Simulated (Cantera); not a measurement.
Charge: 1 mol Fe2O3, 1.9 mol C, 1 mol H2, held at 0.290 bar.

Cantera equilibrium calculation (NASA polynomials, part measured and part estimated; ideal gas, pure solids and liquids). Candidate condensed phases: C, C6H6, C7H8, C8H18, Fe, Fe(CO)5, FeO, Fe(OH)2, Fe(OH)3, Fe2O3, Fe3O4, H2O; 114 gas species. Mutual solubility and eutectic melting of coexisting phases are not modelled. The tables' stoichiometric FeO is somewhat more stable than real wüstite, so its field is too wide. FeO: taken at fixed stoichiometry. Rates play no part.

Q: Which condensed phases are stable at each of these points (T (°C)): 775, 875, 975, 1075, 1175, 1275, 1375, 1475?

A: 
```
T (°C)  condensed phases  Fe condensed (%)
------  ----------------  ----------------
775       Fe(α) + FeO(s)             100.0
875       Fe(α) + FeO(s)             100.0
975       Fe(γ) + FeO(s)             100.0
1075      Fe(γ) + FeO(s)             100.0
1175      Fe(γ) + FeO(s)             100.0
1275      Fe(γ) + FeO(s)             100.0
1375      Fe(γ) + FeO(s)             100.0
1475      Fe(δ) + FeO(l)             100.0
```

From 775 °C to 875 °C the condensed part is Fe(α) + FeO(s). From 975 °C to 1375 °C the condensed part is Fe(γ) + FeO(s). At 1475 °C the condensed part is Fe(δ) + FeO(l).
